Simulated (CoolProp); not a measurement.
Vapour-liquid equilibrium of R22 (1) + acetone (2) at 0.0417 MPa; x and y are mole fractions of (1).

Computed with CoolProp (multi-fluid Helmholtz-energy mixture model, Kamei 1995 and Lemmon 2006; pair parameters Bell 2016).

```json
[
 {"x": "0.05", "bubble temperature, mixture model (°C)": "___", "bubble temperature, Raoult's law (°C)": "5.7", "y, mixture model": "0.666", "y, Raoult's law": "0.716"},
 {"x": "0.15", "bubble temperature, mixture model (°C)": "___", "bubble temperature, Raoult's law (°C)": "-18.5", "y, mixture model": "0.877", "y, Raoult's law": "0.935"},
 {"x": "0.25", "bubble temperature, mixture model (°C)": "-17.2", "bubble temperature, Raoult's law (°C)": "-30.2", "y, mixture model": "___", "y, Raoult's law": "0.973"},
 {"x": "0.35", "bubble temperature, mixture model (°C)": "-23.9", "bubble temperature, Raoult's law (°C)": "-37.6", "y, mixture model": "0.960", "y, Raoult's law": "0.986"},
 {"x": "0.45", "bubble temperature, mixture model (°C)": "-30.3", "bubble temperature, Raoult's law (°C)": "-42.9", "y, mixture model": "___", "y, Raoult's law": "0.992"},
 {"x": "0.55", "bubble temperature, mixture model (°C)": "___", "bubble temperature, Raoult's law (°C)": "-46.9", "y, mixture model": "___", "y, Raoult's law": "0.996"},
 {"x": "0.65", "bubble temperature, mixture model (°C)": "___", "bubble temperature, Raoult's law (°C)": "-50.2", "y, mixture model": "0.996", "y, Raoult's law": "0.997"},
 {"x": "0.75", "bubble temperature, mixture model (°C)": "-48.9", "bubble temperature, Raoult's law (°C)": "-52.9", "y, mixture model": "0.999", "y, Raoult's law": "0.998"},
 {"x": "0.85", "bubble temperature, mixture model (°C)": "___", "bubble temperature, Raoult's law (°C)": "-55.2", "y, mixture model": "1.000", "y, Raoult's law": "0.999"},
 {"x": "0.95", "bubble temperature, mixture model (°C)": "-57.0", "bubble temperature, Raoult's law (°C)": "-57.2", "y, mixture model": "1.000", "y, Raoult's law": "1.000"}
]
```

### Question
Some entries are withheld; supply them.

### Answer

- 0.05, bubble temperature, mixture model (°C): 8.5
- 0.15, bubble temperature, mixture model (°C): -9.0
- 0.25, y, mixture model: 0.931
- 0.45, y, mixture model: 0.979
- 0.55, bubble temperature, mixture model (°C): -36.8
- 0.55, y, mixture model: 0.990
- 0.65, bubble temperature, mixture model (°C): -43.1
- 0.85, bubble temperature, mixture model (°C): -53.6

The largest gap from Raoult's law is +13.7 K in bubble temperature, at x = 0.35. No azeotrope shows between x = 0.05 and 0.95.

The pair parameters rest on a limited set of measurements; away from them the model extrapolates. With so large a gap from Raoult's law the liquid may split in two, which this calculation doesn't test in full.
